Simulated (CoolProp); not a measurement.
n-perfluorohexane along the isotherm 176.85 °C: Z from the reference equation and from simpler models built on Tc = 174.9 °C, pc = 1.742 MPa, ω = 0.497; each cubic takes its own stable root.

The numbers come from the reference Helmholtz-energy equation of state, Gao 2022 in CoolProp.

```json
[
 {"p (MPa)": "1.09", "phase": "gas", "reference": "0.7345", "van der Waals": "0.7737", "Redlich-Kwong": "0.7478", "Soave-Redlich-Kwong": "0.7493", "Peng-Robinson": "0.7277"},
 {"p (MPa)": "2.18", "phase": "supercritical", "reference": "0.2056", "van der Waals": "0.3159", "Redlich-Kwong": "0.2675", "Soave-Redlich-Kwong": "0.2706", "Peng-Robinson": "0.2453"},
 {"p (MPa)": "3.27", "phase": "supercritical", "reference": "0.2716", "van der Waals": "0.4100", "Redlich-Kwong": "0.3362", "Soave-Redlich-Kwong": "0.3378", "Peng-Robinson": "0.3043"},
 {"p (MPa)": "4.35", "phase": "supercritical", "reference": "(withheld)", "van der Waals": "0.5106", "Redlich-Kwong": "0.4123", "Soave-Redlich-Kwong": "(withheld)", "Peng-Robinson": "0.3721"},
 {"p (MPa)": "5.44", "phase": "supercritical", "reference": "0.4140", "van der Waals": "0.6110", "Redlich-Kwong": "0.4883", "Soave-Redlich-Kwong": "0.4896", "Peng-Robinson": "0.4400"},
 {"p (MPa)": "6.53", "phase": "supercritical", "reference": "0.4844", "van der Waals": "0.7098", "Redlich-Kwong": "(withheld)", "Soave-Redlich-Kwong": "0.5640", "Peng-Robinson": "0.5067"},
 {"p (MPa)": "7.62", "phase": "supercritical", "reference": "0.5537", "van der Waals": "(withheld)", "Redlich-Kwong": "0.6356", "Soave-Redlich-Kwong": "0.6368", "Peng-Robinson": "0.5721"},
 {"p (MPa)": "8.71", "phase": "supercritical", "reference": "0.6222", "van der Waals": "0.9028", "Redlich-Kwong": "(withheld)", "Soave-Redlich-Kwong": "(withheld)", "Peng-Robinson": "0.6364"}
]
```

**Question.** Some entries are withheld; supply them.

**Answer.** 
- 4.35, reference: 0.3427
- 4.35, Soave-Redlich-Kwong: 0.4137
- 6.53, Redlich-Kwong: 0.5627
- 7.62, van der Waals: 0.8070
- 8.71, Redlich-Kwong: 0.7072
- 8.71, Soave-Redlich-Kwong: 0.7084
